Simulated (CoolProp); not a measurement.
Vapour-liquid equilibrium of R1234ze(E) (1) + n-pentane (2) at -55.15 °C; x and y are mole fractions of (1).

Model: multi-fluid Helmholtz-energy mixture model, Thol 2016 and Thol 2019; pair parameters Bell 2016, in CoolProp.

### Question
Give the bubble pressure and the first vapour's composition at x = 0.2, 0.275, 0.95. Is there an azeotrope?

### Answer
x = 0.2: 0.009981 MPa, y = 0.922; x = 0.275: 0.01163 MPa, y = 0.936; x = 0.95: 0.01488 MPa, y = 0.981. No azeotrope shows between x = 0.05 and 0.95.

Pair parameters are fitted to limited data, so mixtures are less certain than the pure fluids. With so large a gap from Raoult's law the liquid may split in two, which this calculation doesn't test in full.
